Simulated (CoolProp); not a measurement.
Vapour-liquid equilibrium of propylene (1) + n-hexane (2) at 54.7 kPa; x and y are mole fractions of (1).

The numbers come from the multi-fluid Helmholtz-energy mixture model, Lemmon 2013 and Thol 2019; pair parameters Bell 2016 in CoolProp.

```json
[
 {"x": "0.05", "bubble temperature, mixture model (K)": "276.7", "bubble temperature, Raoult's law (K)": "286.9", "y, mixture model": "0.869", "y, Raoult's law": "0.790"},
 {"x": "0.2", "bubble temperature, mixture model (K)": "243.3", "bubble temperature, Raoult's law (K)": "249.4", "y, mixture model": "0.984", "y, Raoult's law": "0.979"},
 {"x": "0.35", "bubble temperature, mixture model (K)": "233.7", "bubble temperature, Raoult's law (K)": "235.4", "y, mixture model": "0.993", "y, Raoult's law": "0.994"},
 {"x": "0.5", "bubble temperature, mixture model (K)": "227.4", "bubble temperature, Raoult's law (K)": "227.2", "y, mixture model": "0.997", "y, Raoult's law": "0.997"},
 {"x": "0.65", "bubble temperature, mixture model (K)": "222.1", "bubble temperature, Raoult's law (K)": "221.5", "y, mixture model": "0.998", "y, Raoult's law": "0.999"},
 {"x": "0.8", "bubble temperature, mixture model (K)": "217.6", "bubble temperature, Raoult's law (K)": "217.2", "y, mixture model": "0.999", "y, Raoult's law": "1.000"},
 {"x": "0.95", "bubble temperature, mixture model (K)": "213.9", "bubble temperature, Raoult's law (K)": "213.8", "y, mixture model": "1.000", "y, Raoult's law": "1.000"}
]
```

The largest gap from Raoult's law is -10.2 K in bubble temperature, at x = 0.05. No azeotrope shows between x = 0.05 and 0.95.

Pair parameters are fitted to limited data, so mixtures are less certain than the pure fluids. The gap from Raoult's law changes sign with composition, which may be real or a fault of the pair parameters; it wasn't checked against measurements.
